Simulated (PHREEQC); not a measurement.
0.89 g of hydrous ferric oxide (600 m²/g; 0.2 weak and 0.005 strong sites per Fe, Dzombak-Morel constants, diffuse double layer) in 1 kg of water with 0.005 mol/kgw of an inert sodium salt and 5.6e-06 mol/kgw NaF and 2.8e-06 mol/kgw ZnCl2, at 25 °C; the pH is set by adding NaOH or the inert anion's acid. O2 is buffered at 0.21 atm. No CO2 enters from the air. Nothing may precipitate in this run.

The numbers come from PHREEQC with the ion-association model, wateq4f.dat.

| pH | F sorbed (%) | Zn sorbed (%) | surface charge σ (C/m²) | surface potential ψ (mV) |
|---|---|---|---|---|
| 4 | 98.9 | 0.1 | 0.186 | 192 |
| 4.38 | 98.5 | 0.5 | 0.145 | 180 |
| 4.75 | 97.6 | 2.0 | 0.111 | 167 |
| 5.12 | 96.0 | 8.2 | 0.083 | 153 |
| 5.5 | 92.8 | 29.5 | 0.060 | 137 |
| 5.88 | 86.8 | 66.6 | 0.042 | 119 |
| 6.25 | 76.4 | 90.4 | 0.029 | 101 |
| 6.62 | 60.7 | 97.9 | 0.020 | 82 |
| 7 | 41.1 | 99.6 | 0.013 | 62 |
| 7.38 | 23.6 | 99.9 | 0.007 | 41 |
| 7.75 | 12.1 | 100.0 | 0.003 | 20 |
| 8.12 | 5.7 | 100.0 | 0.000 | 0 |
| 8.5 | 2.6 | 100.0 | -0.004 | -22 |
| 8.88 | 1.1 | 100.0 | -0.008 | -43 |
| 9.25 | 0.5 | 100.0 | -0.013 | -63 |
| 9.62 | 0.2 | 100.0 | -0.020 | -83 |
| 10 | 0.1 | 100.0 | -0.031 | -103 |

Complexes and solids missing from the database can't appear.
